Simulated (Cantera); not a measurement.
## Equilibrium for carbothermic reduction: TiO2 + CH4 + CO

Charge: 1 mol TiO2, 2.3 mol CH4, 0.22 mol CO, at 0.0133 bar.

These are equilibrium values from Cantera (NASA tables, ideal gas, pure condensed phases), not measurements of a reactor. Candidate condensed phases: C, C6H6, C7H8, C8H18, H2O, Ti, TiC, TiO, TiO2, Ti2O3, Ti3O5, Ti4O7; 113 gas species. Mutual solubility and eutectic melting of coexisting phases are not modelled. TiC, TiO: taken at fixed stoichiometry. Condensed phases not in the tables: solid solutions among these carbides, nitrides and lower oxides. The numbers say what is thermodynamically allowed, not how fast it happens.

From 1673 K to 1823 K the condensed part is TiC(s) + Ti2O3(s). At 1973 K the condensed part is TiC(s) + TiO(s). From 2123 K to 2423 K the condensed part is TiC(s) + TiO(l). At 2573 K the condensed part is TiC(s). The main Ti-bearing gas is TiO at 1673 K and Ti at 2573 K.

```
T (K)   x H2   x CO       x H      x Ti     x TiO    x H2O  n TiC(s)  n Ti2O3(s)  n TiO(s)  n TiO(l)
-----  -----  -----  --------  --------  --------  -------  --------  ----------  --------  --------
1673   0.718  0.281  0.000836   1.32e-9   4.55e-8  6.90e-5     0.720       0.140         0         0
1823   0.716  0.281   0.00317   1.48e-7   2.04e-6  7.62e-5     0.720       0.140         0         0
1973   0.703  0.288   0.00979   6.42e-6   3.36e-5  6.71e-5     0.650           0     0.350         0
2123   0.688  0.285    0.0258  0.000153  0.000321  5.52e-5     0.650           0         0     0.347
2273   0.657  0.280    0.0589   0.00233   0.00212  4.36e-5     0.642           0         0     0.328
2423   0.577  0.271     0.117    0.0252    0.0109  3.22e-5     0.559           0         0     0.180
2573   0.457  0.263     0.201    0.0731   0.00585  7.81e-6     0.348           0         0         0
```
x: gas mole fraction; n: condensed amount in mol.
